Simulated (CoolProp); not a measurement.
Vapour-liquid equilibrium of R114 (1) + R113 (2) at 352.6 K; x and y are mole fractions of (1).

The numbers come from the multi-fluid Helmholtz-energy mixture model, Platzer 1990 and Marx 1992; pair parameters Bell 2016 in CoolProp. This equation is an older, rougher fit; its heat capacities, sound speeds and derivatives of the liquid may be far off and weren't checked against measurements.

Task: Give the bubble pressure and the first vapour's composition at x = 0.35, 0.55, 0.65. Is there an azeotrope?

Result: x = 0.35: 0.4795 MPa, y = 0.618; x = 0.55: 0.6094 MPa, y = 0.780; x = 0.65: 0.6756 MPa, y = 0.841. No azeotrope shows between x = 0.05 and 0.95.

Pair parameters are fitted to limited data, so mixtures are less certain than the pure fluids.
